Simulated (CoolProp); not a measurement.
Vapour-liquid equilibrium of n-octane (1) + m-xylene (2) at 0.28 MPa; x and y are mole fractions of (1).

Values from CoolProp's multi-fluid Helmholtz-energy mixture model, Beckmüller 2019 and Zhou 2012; pair parameters Bell 2016.

**Question.** Give the bubble temperature and the first vapour's composition at x = 0.35, 0.5, 0.8. Is there an azeotrope?

**Answer.** x = 0.35: 448.1 K, y = 0.423; x = 0.5: 445.8 K, y = 0.571; x = 0.8: 442.0 K, y = 0.836. No azeotrope shows between x = 0.05 and 0.95.

The pair parameters rest on a limited set of measurements; away from them the model extrapolates.
